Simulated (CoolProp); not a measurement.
Vapour-liquid equilibrium of benzene (1) + o-xylene (2) at 415.7 K; x and y are mole fractions of (1).

Model: multi-fluid Helmholtz-energy mixture model, Thol 2012 and Zhou 2012; pair parameters Bell 2016, in CoolProp.

```csv
x,bubble pressure (MPa),y at the bubble point,dew pressure at overall composition x (MPa),liquid density (mol/L)
0.05,0.1126,0.181,(withheld),7.356
0.2,0.1729,0.547,0.1147,7.635
0.35,0.2417,0.735,(withheld),7.924
0.5,(withheld),0.836,0.1616,(withheld)
0.65,0.3690,(withheld),0.2047,8.553
0.8,0.4244,0.944,0.2812,8.910
0.95,0.4795,0.985,0.4327,9.313
```

Question: Complete the blanks.

Answer: 
- 0.05, dew pressure at overall composition x (MPa): 0.1005
- 0.35, dew pressure at overall composition x (MPa): 0.1340
- 0.5, bubble pressure (MPa): 0.3086
- 0.5, liquid density (mol/L): 8.227
- 0.65, y at the bubble point: 0.898

No azeotrope shows between x = 0.05 and 0.95.

The pair parameters rest on a limited set of measurements; away from them the model extrapolates. The gap from Raoult's law changes sign with composition, which may be real or a fault of the pair parameters; it wasn't checked against measurements.
